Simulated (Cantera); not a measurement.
An isothermal, constant-pressure homogeneous reactor starts with 0.929 % CH4, 92.9 % H2, 5.95 % H, 0.214 % H2O, at 1398 K and 1700 Pa.

Cantera simulation using GRI-Mech 3.0 (53 species, 325 reactions); the numbers are that mechanism's predictions, not measurements. GRI-Mech 3.0 stops at C3 and has no aromatics, soot or wall deposition, so with more carbon than oxygen in the feed, carbon stays in small species such as C2H2 where larger ones or solid carbon would form. Radical loss at walls, strong at low pressure, is not modelled.

Question: Predict: x(CH4) at 5.00 s; x(H2) at 5.00 s; x(H) at 5.00 s; x(C2H4) at 5.00 s.

Answer: x(CH4) at 5.00 s: 0.00274 (gas-phase equilibrium 0.00230)
x(H2) at 5.00 s: 0.992 (gas-phase equilibrium 0.993)
x(H) at 5.00 s: 4.42e-5 (gas-phase equilibrium 3.64e-5)
x(C2H4) at 5.00 s: 4.70e-5 (gas-phase equilibrium 3.51e-5)
